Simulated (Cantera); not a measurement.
Standard-state values (1 bar) from the NASA 1993 polynomials, evaluated with Cantera. Values are per mole of reaction as written; species without (g) are pure solids or liquids, kept so even where they would boil at 1 bar.

**Question.** Between 1500 and 2700 K, where is each reaction favourable under standard conditions?
- Zr + O2(g) ⇌ ZrO2(g)
- 2 B + O2(g) ⇌ B2O2(g)
- Nb + O2(g) ⇌ NbO2

**Answer.** 
- Zr + O2(g) ⇌ ZrO2(g): ΔG° is -321 kJ at 1500 K and -327 kJ at 2700 K; it stays negative (K > 1). ΔH° is -341 kJ and ΔS° -5 J/K at 2700 K.
- 2 B + O2(g) ⇌ B2O2(g): ΔG° is -493 kJ at 1500 K and -497 kJ at 2700 K; it stays negative (K > 1). ΔH° is -579 kJ and ΔS° -30 J/K at 2700 K.
- Nb + O2(g) ⇌ NbO2: ΔG° is -531 kJ at 1500 K and -368 kJ at 2700 K; it stays negative (K > 1). ΔH° is -660 kJ and ΔS° -108 J/K at 2700 K.
